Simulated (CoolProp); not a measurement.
A Linde-Hampson liquefier for nitrogen: isothermal reversible compression at 300 K from 1 atm to 15 MPa, throttling to 1 atm, return gas leaving the recuperator 5 K below the feed. Each further row changes one setting.

Values from CoolProp's reference Helmholtz-energy equation of state, Span 2000.

| case | liquid yield per pass | compression work (kJ/kg of gas) |
|---|---|---|
| as stated | 0.050 | 445 |
| high pressure 30 MPa | 0.078 | 511 |
| warm-end temperature 330 K | 0.034 | 492 |
| warm-end gap 10 K | 0.038 | 445 |
